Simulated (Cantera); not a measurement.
An isothermal, constant-pressure homogeneous reactor starts with NO : N₂ = 1 : 17 (molar parts), at 2100 K and 20.0 Torr. Integrator tolerance rtol = 1e-08.

Computed with Cantera and GRI-Mech 3.0 (53 species, 325 reactions). Radical loss at walls, strong at low pressure, is not modelled.

### Question
What does this change do: pressure from 20.0 Torr to 9.75 Torr?

### Answer
```json
[
 {"quantity": "x(NO) at 30.0 s", "before": "0.00446 (gas-phase equilibrium 0.00384)", "after": "0.00770 (gas-phase equilibrium 0.00381)"},
 {"quantity": "x(O) at 30.0 s", "before": "0.00135 (gas-phase equilibrium 0.00136)", "after": "0.00182 (gas-phase equilibrium 0.00193)"},
 {"quantity": "x(N₂O) at 30.0 s", "before": "4.05e-8 (gas-phase equilibrium 3.88e-8)", "after": "4.11e-8 (gas-phase equilibrium 2.69e-8)"},
 {"quantity": "x(N₂) at 30.0 s", "before": "0.969 (gas-phase equilibrium 0.970)", "after": "0.967 (gas-phase equilibrium 0.969)"},
 {"quantity": "x(O₂) at 30.0 s", "before": "0.0249 (gas-phase equilibrium 0.0252)", "after": "0.0230 (gas-phase equilibrium 0.0249)"},
 {"quantity": "x(NO₂) at 30.0 s", "before": "3.68e-7 (gas-phase equilibrium 3.18e-7)", "after": "4.28e-7 (gas-phase equilibrium 2.20e-7)"}
]
```
